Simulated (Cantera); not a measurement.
A Cantera script and what it prints.

```python
import numpy as np
import cantera as ct

gas_names = """
    B BH BH2 BH3 BN BO BO2 B2 B2O B2O2 B2O3 B3O3H3 H HBO HBO2 HNO HNO2 HNO3 HO2 H2 H2O H2O2 H3B3O6 N NH
    NH2 NH3 NH2OH NO NO2 NO3 N2 N2H2 N2H4 N2O O OH O2 O3
""".split()
cond_names = """
    B(b) B(L) BN(s) B2O3(L) B3O3H3(cr) H2O(s) H2O(L)
""".split()


# ... load() reads the species with a 1 bar reference pressure and builds the phases ...
atoms = {
    'borazine': {'B': 3, 'N': 3, 'H': 6},
    'H2O': {'H': 2, 'O': 1},
    'N2': {'N': 2},
}
top_T = {'BN(s)': 3200}  # K; cautious upper limits of use, not melting points


# ... equilibrate(T, P, feed) seeds the gas with the atoms and calls Mixture.equilibrate('TP', solver="vcs", rtol=1e-11, max_steps=5000) ...
results = []
feed = {'borazine': 1, 'H2O': 1.8, 'N2': 130}  # mol
P = 6100  # Pa
for T in [1600, 1650, 1700, 1750, 1800, 1850, 1900, 1950, 2000]:
    mix = equilibrate(T, P, feed)
    results.append((T, P, feed, dict(zip(mix.species_names, mix.species_moles))))
    x = sorted(zip(gas.X, gas.species_names), reverse=True)
    print(f"T = {T:g} K  P = {P:g} Pa  gas = {mix.phase_moles(0):.4g} mol")
    print("   x: " + "  ".join(f"{s} {v:.3e}" for v, s in x if v > 1e-06))
    print("   condensed (mol): " + ("  ".join(f"{mix.phase(i).name} {mix.phase_moles(i):.4g}"
          for i in range(1, mix.n_phases) if mix.phase_moles(i) > 1e-12) or "none"))
```

Output:

```
T = 1600 K  P = 6100 Pa  gas = 135.9 mol
   x: N2 9.607e-01  H2 3.372e-02  B2O3 2.404e-03  HBO2 2.218e-03  HBO 7.472e-04  H2O 9.770e-05  B2O2 9.579e-05  H 4.042e-05  BO 2.033e-05
   condensed (mol): BN(s) 1.866  B2O3(L) 0.02439
T = 1650 K  P = 6100 Pa  gas = 136 mol
   x: N2 9.603e-01  H2 3.369e-02  B2O3 2.617e-03  HBO2 1.896e-03  HBO 1.101e-03  B2O2 1.855e-04  H2O 7.377e-05  H 6.752e-05  BO 4.694e-05
   condensed (mol): BN(s) 1.824
T = 1700 K  P = 6100 Pa  gas = 136 mol
   x: N2 9.601e-01  H2 3.363e-02  B2O3 2.600e-03  HBO2 1.543e-03  HBO 1.538e-03  B2O2 3.258e-04  H 1.094e-04  BO 1.001e-04  H2O 5.497e-05
   condensed (mol): BN(s) 1.771
T = 1750 K  P = 6100 Pa  gas = 136.1 mol
   x: N2 9.598e-01  H2 3.349e-02  B2O3 2.460e-03  HBO 2.071e-03  HBO2 1.228e-03  B2O2 5.360e-04  BO 2.010e-04  H 1.723e-04  H2O 4.088e-05
   condensed (mol): BN(s) 1.708
T = 1800 K  P = 6100 Pa  gas = 136.2 mol
   x: N2 9.594e-01  H2 3.326e-02  HBO 2.682e-03  B2O3 2.193e-03  HBO2 9.484e-04  B2O2 8.222e-04  BO 3.799e-04  H 2.644e-04  H2O 3.020e-05
   condensed (mol): BN(s) 1.632
T = 1850 K  P = 6100 Pa  gas = 136.3 mol
   x: N2 9.589e-01  H2 3.297e-02  HBO 3.328e-03  B2O3 1.813e-03  B2O2 1.167e-03  HBO2 7.025e-04  BO 6.746e-04  H 3.961e-04  H2O 2.202e-05
   condensed (mol): BN(s) 1.546
T = 1900 K  P = 6100 Pa  gas = 136.5 mol
   x: N2 9.583e-01  H2 3.265e-02  HBO 3.940e-03  B2O2 1.516e-03  B2O3 1.365e-03  BO 1.122e-03  H 5.806e-04  HBO2 4.929e-04  H2O 1.575e-05
   condensed (mol): BN(s) 1.456
T = 1950 K  P = 6100 Pa  gas = 136.6 mol
   x: N2 9.576e-01  H2 3.233e-02  HBO 4.434e-03  B2O2 1.788e-03  BO 1.743e-03  B2O3 9.209e-04  H 8.345e-04  HBO2 3.242e-04  H2O 1.099e-05
   condensed (mol): BN(s) 1.372
T = 2000 K  P = 6100 Pa  gas = 136.7 mol
   x: N2 9.568e-01  H2 3.203e-02  HBO 4.741e-03  BO 2.531e-03  B2O2 1.911e-03  H 1.178e-03  B2O3 5.536e-04  HBO2 1.990e-04  H2O 7.469e-06  B2O 1.672e-06
   condensed (mol): BN(s) 1.304
```

These are equilibrium values from Cantera (NASA tables, ideal gas, pure condensed phases), not measurements of a reactor. The feed counts by its element totals alone. Mutual solubility and eutectic melting of coexisting phases are not modelled.
